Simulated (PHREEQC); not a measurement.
Synthetic water in mg/L, 6.9 °C, pH 7.11, pe 12.7: Na 0.0823; K 0.000444; Ca 0.0586; Mg 0.00558; Cl 0.044; S(6) as SO4 0.0321; Alkalinity as HCO3 0.311; Cd 0.000584; B 0.0014.

Valence states are taken as typed.

The numbers come from PHREEQC with the ion-association model, phreeqc.dat.

* **ionic strength**: 9.11e-6 mol/kgw
* **charge-balance error**: -0.1 %

| species | molality | activity | log γ |
|---|---|---|---|
| HCO3- | 5.14e-6 | 5.12e-6 | -0.001 |
| Na+ | 3.58e-6 | 3.57e-6 | -0.001 |
| Ca+2 | 1.46e-6 | 1.44e-6 | -0.006 |
| CO2 | 1.24e-6 | 1.24e-6 | 0.000 |
| Cl- | 1.24e-6 | 1.24e-6 | -0.001 |
| SO4-2 | 3.34e-7 | 3.29e-7 | -0.006 |
| Mg+2 | 2.30e-7 | 2.26e-7 | -0.006 |
| H3BO3 | 1.29e-7 | 1.29e-7 | 0.000 |
| H+ | 7.79e-8 | 7.76e-8 | -0.001 |
| OH- | 2.87e-8 | 2.86e-8 | -0.001 |
| K+ | 1.14e-8 | 1.13e-8 | -0.001 |
| Cd+2 | 5.19e-9 | 5.12e-9 | -0.006 |
| CO3-2 | 1.98e-9 | 1.96e-9 | -0.006 |

Precipitation was switched off in this run. Constants without temperature data keep their 25 °C values here.
